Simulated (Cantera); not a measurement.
An adiabatic, constant-pressure homogeneous reactor starts with CO : H2 : O2 : N2 = 1 : 1 : 2.33 : 21.2 (molar parts), equivalence ratio 0.43, at 1400 K and 980000 Pa. Integrator tolerance rtol = 1e-08.

Cantera simulation using GRI-Mech 3.0 (53 species, 325 reactions); the numbers are that mechanism's predictions, not measurements. The hydrogen kinetics of GRI-Mech 3.0 are dated; newer H2 mechanisms differ, most at raised pressure.

**Question.** What does this change do: CO 1 to 0.67 parts?

**Answer.** 
| quantity | before | after |
|---|---|---|
| time of steepest temperature rise | 7.04 µs | 7.02 µs |
| temperature at 8.00 s | 1974 K | 1884 K |
| equilibrium temperature | 1974 K | 1883 K |
| x(CO) at 8.00 s | 6.07e-5 (gas-phase equilibrium 6.07e-5) | 1.71e-5 (gas-phase equilibrium 1.69e-5) |
| x(H2) at 8.00 s | 1.35e-5 (gas-phase equilibrium 1.35e-5) | 6.13e-6 (gas-phase equilibrium 6.08e-6) |
| x(O2) at 8.00 s | 0.0522 (gas-phase equilibrium 0.0522) | 0.0600 (gas-phase equilibrium 0.0597) |
| x(NO) at 8.00 s | 0.00373 (gas-phase equilibrium 0.00373) | 0.00264 (gas-phase equilibrium 0.00306) |
| x(H2O) at 8.00 s | 0.0405 (gas-phase equilibrium 0.0405) | 0.0409 (gas-phase equilibrium 0.0409) |
| x(N2O) at 8.00 s | 6.88e-7 (gas-phase equilibrium 6.88e-7) | 5.74e-7 (gas-phase equilibrium 5.72e-7) |
